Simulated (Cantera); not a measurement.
A perfectly stirred reactor is fed with NO : N2 : H2O = 1 : 0.23 : 0.066 (molar parts), at 120000 Pa; it is held at 2175 K, and followed from long to short residence time.

Model: GRI-Mech 3.0 (53 species, 325 reactions), integrated in Cantera.

### Question
Predict: x(NO) at τ = 3.70 s; x(N2O) at τ = 3.70 s; x(NO2) at τ = 3.70 s; x(N2) at τ = 3.70 s; x(O) at τ = 3.70 s; x(NO) at τ = 0.130 s; x(N2O) at τ = 0.130 s; x(NO2) at τ = 0.130 s; x(N2) at τ = 0.130 s; x(O) at τ = 0.130 s.

### Answer
```json
{
 "x(NO) at τ = 3.70 s": "0.0452",
 "x(N2O) at τ = 3.70 s": "1.31e-6",
 "x(NO2) at τ = 3.70 s": "8.55e-5",
 "x(N2) at τ = 3.70 s": "0.540",
 "x(O) at τ = 3.70 s": "0.00127",
 "x(NO) at τ = 0.130 s": "0.326",
 "x(N2O) at τ = 0.130 s": "3.58e-5",
 "x(NO2) at τ = 0.130 s": "0.000482",
 "x(N2) at τ = 0.130 s": "0.399",
 "x(O) at τ = 0.130 s": "0.00100"
}
```
